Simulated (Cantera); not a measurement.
An isothermal plug-flow reactor at 950 K and 0.987 atm (inlet), inlet velocity 3.1 m/s, active area per volume 130 1/m; feed CO : O₂ : N₂ = 0.0041 : 0.018 : 0.79 (molar parts).

Detailed kinetics in Cantera: Deutschmann's 1995 Pt surface mechanism with GRI-Mech 3.0 gas chemistry. Catalytic surfaces can have several steady states; this one follows from the mechanism file's or the stated starting coverage. Mass transfer to the wall is taken as infinitely fast.

Task: What does this change do: O2 0.018 to 0.041 parts?

Result: 
```
quantity                 before    after
----------------------  -------  -------
x(CO) at z = 0.0074 m   4.55e-6  4.89e-5
x(O₂) at z = 0.0074 m    0.0197   0.0468
x(H₂O) at z = 0.0074 m   <1e-12   <1e-12
x(CO₂) at z = 0.0074 m  0.00506  0.00487
θ(free Pt) at the exit    0.225    0.182
θ(O*) at the exit         0.775    0.817
```
